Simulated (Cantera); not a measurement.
Hydrocarbon pyrolysis for carbon deposition

A perfectly stirred reactor is fed with C₂H₆ : H₂ = 1 : 7.5 (molar parts), at 13300 Pa; it is held at 1725 K, and followed from long to short residence time.

Detailed kinetics in Cantera: GRI-Mech 3.0 (53 species, 325 reactions). GRI-Mech 3.0 stops at C3 and has no aromatics, soot or wall deposition, so with more carbon than oxygen in the feed, carbon stays in small species such as C2H2 where larger ones or solid carbon would form.

```json
[
 {"τ (s)": "1.7", "x C₂H₆": "5.85e-6", "x H₂": "0.894", "x CH₂": "1.22e-7", "x H": "0.000526", "x C₂H": "3.24e-7", "x CH₄": "0.0175"},
 {"τ (s)": "0.83", "x C₂H₆": "1.14e-5", "x H₂": "0.890", "x CH₂": "1.72e-7", "x H": "0.000550", "x C₂H": "3.31e-7", "x CH₄": "0.0229"},
 {"τ (s)": "0.40", "x C₂H₆": "2.23e-5", "x H₂": "0.886", "x CH₂": "2.47e-7", "x H": "0.000586", "x C₂H": "3.43e-7", "x CH₄": "0.0294"},
 {"τ (s)": "0.20", "x C₂H₆": "4.15e-5", "x H₂": "0.882", "x CH₂": "3.51e-7", "x H": "0.000636", "x C₂H": "3.60e-7", "x CH₄": "0.0362"},
 {"τ (s)": "0.096", "x C₂H₆": "7.89e-5", "x H₂": "0.878", "x CH₂": "5.12e-7", "x H": "0.000709", "x C₂H": "3.87e-7", "x CH₄": "0.0438"},
 {"τ (s)": "0.047", "x C₂H₆": "0.000145", "x H₂": "0.873", "x CH₂": "7.45e-7", "x H": "0.000804", "x C₂H": "4.20e-7", "x CH₄": "0.0514"},
 {"τ (s)": "0.023", "x C₂H₆": "0.000264", "x H₂": "0.868", "x CH₂": "1.08e-6", "x H": "0.000922", "x C₂H": "4.59e-7", "x CH₄": "0.0592"},
 {"τ (s)": "0.011", "x C₂H₆": "0.000485", "x H₂": "0.862", "x CH₂": "1.57e-6", "x H": "0.00107", "x C₂H": "4.99e-7", "x CH₄": "0.0674"},
 {"τ (s)": "0.0054", "x C₂H₆": "0.000869", "x H₂": "0.857", "x CH₂": "2.23e-6", "x H": "0.00124", "x C₂H": "5.33e-7", "x CH₄": "0.0755"}
]
```
x: mole fraction; the columns are a selection and need not sum to one.
